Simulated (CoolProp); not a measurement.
Vapour-liquid equilibrium of R134a (1) + R236FA (2) at 224.3 K; x and y are mole fractions of (1).

Model: multi-fluid Helmholtz-energy mixture model, Tillner-Roth 1994 and Pan 2012; pair parameters Bell 2016, in CoolProp.

### Question
Give the bubble pressure and the first vapour's composition at x = 0.05, 0.65, 0.725. Is there an azeotrope?

### Answer
x = 0.05: 0.09496 bar, y = 0.165; x = 0.65: 0.2327 bar, y = 0.873; x = 0.725: 0.2502 bar, y = 0.907. No azeotrope shows between x = 0.05 and 0.95.

The pair parameters rest on a limited set of measurements; away from them the model extrapolates.
